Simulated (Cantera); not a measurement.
**Equilibrium for carbon deposition, reforming and gasification: C2H2 + O2 + H2**

Input: 1 mol C2H2, 0.95 mol O2, 0.41 mol H2, held at 1698 K and 825 Torr.

Method: chemical equilibrium by Gibbs-energy minimisation in Cantera with the NASA 1993 tables (ideal gas, pure condensed phases). Candidate condensed phases: C, C6H6, C7H8, C8H18, H2O; 110 gas species. The numbers say what is thermodynamically allowed, not how fast it happens.

x(CO): 0.574
x(H2): 0.425
x(CH4): 0.000220
x(H2O): 0.000131
x(H): 8.99e-5
x(CO2): 5.19e-5
x(C2H2 (acetylene)): 3.07e-5
n(C(graphite)): 0.0997 mol
gas amount: 3.309 mol
